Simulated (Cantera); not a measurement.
A perfectly stirred reactor is fed with 24.4 % CH₄, 75.6 % N₂, at 0.582 atm; it is held at 1500 K, and followed from long to short residence time.

Computed with Cantera and GRI-Mech 3.0 (53 species, 325 reactions). GRI-Mech 3.0 stops at C3 and has no aromatics, soot or wall deposition, so with more carbon than oxygen in the feed, carbon stays in small species such as C2H2 where larger ones or solid carbon would form.

x: mole fraction; the columns are a selection and need not sum to one.

```tsv
τ (s)	x CH₄	x C₂H₆	x C₂H₂	x H	x C₂H₄	x H₂
1.4	0.127	…	0.0454	4.86e-6	0.00182	0.140
0.78	0.153	…	0.0350	3.83e-6	0.00176	0.109
0.43	0.177	…	0.0251	2.90e-6	0.00189	0.0792
0.24	0.197	…	0.0168	2.12e-6	0.00214	0.0549
0.13	0.213	…	0.00993	1.45e-6	0.00237	0.0350
0.075	0.224	…	0.00550	9.68e-7	0.00236	0.0218
0.042	0.232	0.000473	0.00249	5.84e-7	0.00202	0.0121
0.023	0.238	0.000450	0.000863	3.15e-7	0.00138	0.00589
0.013	0.241	…	0.000244	1.66e-7	0.000757	0.00270
0.0072	0.242	…	5.19e-5	8.87e-8	0.000326	0.00113
0.0040	0.243	…	9.37e-6	5.34e-8	0.000121	0.000474
```

Problem. Fill in the missing entries.

Solution. 
- 1.4, x C₂H₆: 8.59e-5
- 0.78, x C₂H₆: 0.000133
- 0.43, x C₂H₆: 0.000197
- 0.24, x C₂H₆: 0.000274
- 0.13, x C₂H₆: 0.000362
- 0.075, x C₂H₆: 0.000432
- 0.013, x C₂H₆: 0.000366
- 0.0072, x C₂H₆: 0.000249
- 0.0040, x C₂H₆: 0.000145
